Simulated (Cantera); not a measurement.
N2O furnace oxynitridation

An isothermal, constant-pressure homogeneous reactor starts with 61.0 % N2O, 39.0 % N2, at 1175 K and 0.0880 bar.

Detailed kinetics in Cantera: GRI-Mech 3.0 (53 species, 325 reactions). GRI-Mech 3.0 was tuned for natural gas; its chemistry of N2O as a main component is partial and can be far from experiment. The mechanism lacks the step 2 NO + O2 → 2 NO2, which can matter for NO2 below about 1400 K. The temperature is held fixed by assumption; the heat of reaction is taken as removed at once.

```tsv
t (s)	x N2O	x N2	x NO	x O2	x NO2	x O
0.000200	0.610	0.390	1.98e-7	9.41e-7	<1e-12	9.91e-7
0.000860	0.610	0.390	1.43e-6	6.79e-6	2.60e-12	1.22e-6
0.00369	0.610	0.390	6.89e-6	3.28e-5	6.05e-11	1.22e-6
0.0159	0.609	0.390	3.04e-5	0.000145	1.15e-9	1.22e-6
0.0682	0.608	0.391	0.000131	0.000625	1.99e-8	1.22e-6
0.293	0.602	0.395	0.000561	0.00267	2.68e-7	1.22e-6
1.26	0.577	0.409	0.00235	0.0112	2.04e-6	1.22e-6
5.41	0.485	0.463	0.00905	0.0433	9.19e-6	1.21e-6
23.3	0.244	0.603	0.0263	0.127	2.87e-5	1.15e-6
100	0.0238	0.731	0.0405	0.204	4.98e-5	6.12e-7
```
x: mole fraction; the columns are a selection and need not sum to one.

Equilibrium at this temperature and pressure: N2O 3.50e-9, N2 0.766, NO 0.000168, O2 0.234, NO2 1.00e-6, O 2.39e-8 (gas phase only).
